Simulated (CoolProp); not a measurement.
Vapour-liquid equilibrium of R125 (1) + R1234yf (2) at 299.5 K; x and y are mole fractions of (1).

Model: multi-fluid Helmholtz-energy mixture model, Lemmon 2005 and Lemmon 2022; pair parameters Bell 2023, in CoolProp.

| x | bubble pressure (bar) | y at the bubble point | dew pressure at overall composition x (bar) | liquid density (mol/L) |
|---|---|---|---|---|
| 0.05 | 7.427 | 0.084 | 7.286 | 9.546 |
| 0.15 | 8.106 | 0.234 | 7.712 | 9.576 |
| 0.25 | 8.789 | 0.364 | 8.185 | 9.607 |
| 0.35 | 9.479 | 0.477 | 8.713 | 9.637 |
| 0.45 | 10.18 | 0.579 | 9.304 | 9.667 |
| 0.55 | 10.89 | 0.670 | 9.970 | 9.697 |
| 0.65 | 11.61 | 0.754 | 10.72 | 9.728 |
| 0.75 | 12.35 | 0.831 | 11.58 | 9.759 |
| 0.85 | 13.10 | 0.902 | 12.55 | 9.791 |
| 0.95 | 13.88 | 0.968 | 13.66 | 9.824 |

No azeotrope shows between x = 0.05 and 0.95.

The pair parameters rest on a limited set of measurements; away from them the model extrapolates.
